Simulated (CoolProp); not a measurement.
A single-stage vapour-compression cycle with sulfur dioxide: evaporating at 223.15 K (dew point), condensing at 289.15 K (bubble point), superheat 0 K, subcooling 5 K, compressor efficiency 0.9, no pressure losses. Each further row changes one setting.

Computed with CoolProp (reference Helmholtz-energy equation of state, Gao 2016).

```json
[
 {"case": "as stated", "cooling COP": "2.32", "pressure ratio": "24.9", "discharge temperature (K)": "453.2", "refrigerating effect (kJ/kg)": "340", "volumetric capacity (kJ/m³)": "136"},
 {"case": "evaporating temperature 228.15 K", "cooling COP": "…", "pressure ratio": "…", "discharge temperature (K)": "433.4", "refrigerating effect (kJ/kg)": "343", "volumetric capacity (kJ/m³)": "186"},
 {"case": "condensing temperature 284.15 K", "cooling COP": "…", "pressure ratio": "…", "discharge temperature (K)": "…", "refrigerating effect (kJ/kg)": "347", "volumetric capacity (kJ/m³)": "139"},
 {"case": "subcooling 10 K", "cooling COP": "…", "pressure ratio": "24.9", "discharge temperature (K)": "453.2", "refrigerating effect (kJ/kg)": "347", "volumetric capacity (kJ/m³)": "139"},
 {"case": "superheat 10 K", "cooling COP": "2.26", "pressure ratio": "24.9", "discharge temperature (K)": "469.9", "refrigerating effect (kJ/kg)": "346", "volumetric capacity (kJ/m³)": "133"},
 {"case": "compressor efficiency 0.8", "cooling COP": "…", "pressure ratio": "24.9", "discharge temperature (K)": "478.6", "refrigerating effect (kJ/kg)": "340", "volumetric capacity (kJ/m³)": "136"}
]
```

Q: Complete the blanks.

A: 
- evaporating temperature 228.15 K, cooling COP: 2.64
- evaporating temperature 228.15 K, pressure ratio: 18.0
- condensing temperature 284.15 K, cooling COP: 2.56
- condensing temperature 284.15 K, pressure ratio: 20.7
- condensing temperature 284.15 K, discharge temperature (K): 437.1
- subcooling 10 K, cooling COP: 2.36
- compressor efficiency 0.8, cooling COP: 2.06
